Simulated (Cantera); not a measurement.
A closed system holds: 1 mol Al2O3, 260 mol H2, equilibrated at 1173 K and 1 atm.

Cantera equilibrium calculation (NASA polynomials, part measured and part estimated; ideal gas, pure solids and liquids). Candidate condensed phases: Al, Al2O3, H2O; 19 gas species. The numbers say what is thermodynamically allowed, not how fast it happens.

Base state: H2 1.00 (mole fractions); condensed: Al2O3(s).

Question: What changes in the equilibrium state with this change: temperature from 1173 K to 2125 K?

Answer: 
```
species         before     after
-------------  -------  --------
H2                1.00     0.996
H              1.17e-7   0.00360
H2O              <1e-9  0.000314
Al               <1e-9  0.000103
Al2O             <1e-9   5.82e-5
AlH              <1e-9   2.24e-5
Al2O3(s), mol     1.00     0.966
```
The tables' values for AlOH are old estimates; treat these amounts as uncertain.

Question: What changes in the equilibrium state with this change: temperature from 1173 K to 2200 K?

Answer: 
```
species         before     after
-------------  -------  --------
H2                1.00     0.993
H              1.17e-7   0.00558
H2O              <1e-9  0.000572
Al               <1e-9  0.000182
Al2O             <1e-9  0.000114
AlOH             <1e-9   3.71e-5
AlH              <1e-9   3.43e-5
Al2O3(s), mol     1.00     0.937
```
The tables' values for AlOH are old estimates; treat these amounts as uncertain.
